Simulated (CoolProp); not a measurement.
Properties of nitrous oxide along the isotherm 353.6 K.

Values from CoolProp's reference Helmholtz-energy equation of state, Lemmon 2006. It is a short technical equation, of lower accuracy than the large ones.

```tsv
p (MPa)	phase	cp (kJ/(kg K))	speed of sound (m/s)	isothermal compressibility (1/MPa)	expansivity (1/kK)
0.158	gas	0.9356	288.7	6.360	2.875
0.3	gas	0.9410	288.0	3.365	2.917
0.568	gas	0.9515	286.6	1.793	3.000
1.08	gas	0.9729	284.0	0.9591	…
2.04	gas	1.018	279.0	…	3.525
3.87	gas	…	269.4	0.2987	4.395
7.34	supercritical	1.499	251.7	0.1909	7.285
13.9	supercritical	3.119	260.1	0.1150	17.38
26.4	supercritical	2.053	457.6	0.01500	5.897
50	supercritical	1.682	666.1	0.004761	2.989
```

Q: What belongs in the gaps?

A: 
- 1.08, expansivity (1/kK): 3.169
- 2.04, isothermal compressibility (1/MPa): 0.5255
- 3.87, cp (kJ/(kg K)): 1.128

The peak of cp marks the crossing from liquid-like to gas-like fluid above the critical point.
